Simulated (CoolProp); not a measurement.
Vapour-liquid equilibrium of n-octane (1) + o-xylene (2) at 469.7 K; x and y are mole fractions of (1).

Values from CoolProp's multi-fluid Helmholtz-energy mixture model, Beckmüller 2019 and Zhou 2012; pair parameters Bell 2016.

```csv
x,bubble pressure (kPa),y at the bubble point,dew pressure at overall composition x (kPa),liquid density (mol/L)
0.05,348.7,0.075,345.2,6.613
0.2,378.5,0.272,367.2,6.249
0.35,406.6,0.440,391.2,5.910
0.5,433.3,0.588,417.2,5.595
0.65,459.0,0.722,445.1,5.301
0.8,484.0,0.845,474.7,5.026
0.95,508.4,0.962,505.8,4.767
```

No azeotrope shows between x = 0.05 and 0.95.

Pair parameters are fitted to limited data, so mixtures are less certain than the pure fluids.
